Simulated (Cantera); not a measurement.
## Ignition delay

Mixture: CH4 : O2 : N2 : H2O = 1 : 4.65 : 17.5 : 2.3 (molar parts), at 22.0 bar, adiabatic and at constant pressure. Ignition delay is the time to a rise of 400 K.

Model: GRI-Mech 3.0 (53 species, 325 reactions), integrated in Cantera. The pressure lies above the range GRI-Mech 3.0 was tuned for (to about 10 atm).

```json
[
 {"T0 (K)": "1275", "delay (ms)": "0.722"},
 {"T0 (K)": "1325", "delay (ms)": "0.421"},
 {"T0 (K)": "1375", "delay (ms)": "0.254"},
 {"T0 (K)": "1425", "delay (ms)": "0.158"},
 {"T0 (K)": "1475", "delay (ms)": "0.100"},
 {"T0 (K)": "1525", "delay (ms)": "0.0648"},
 {"T0 (K)": "1575", "delay (ms)": "0.0427"}
]
```

```yaml
apparent activation energy between 1475 and 1575 K: 160 kJ/mol
```
